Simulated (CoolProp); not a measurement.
A single-stage vapour-compression cycle with propane: evaporating at 220.15 K (dew point), condensing at 278.15 K (bubble point), superheat 10 K, subcooling 5 K, compressor efficiency 0.85, no pressure losses. Each further row changes one setting.

Values from CoolProp's reference Helmholtz-energy equation of state, Lemmon 2009.

| case | cooling COP | pressure ratio | discharge temperature (K) | refrigerating effect (kJ/kg) | volumetric capacity (kJ/m³) |
|---|---|---|---|---|---|
| as stated | 2.63 | 9.03 | 317.2 | 327 | 470 |
| evaporating temperature 225.15 K | 3.01 | 7.11 | 313.3 | 333 | 599 |
| condensing temperature 273.15 K | 2.95 | 7.78 | 311.0 | 339 | 488 |
| subcooling 10 K | 2.73 | 9.03 | 317.2 | 339 | 488 |
| superheat 20 K | 2.63 | 9.03 | 327.8 | 341 | 469 |
| compressor efficiency 0.75 | 2.32 | 9.03 | 326.1 | 327 | 470 |
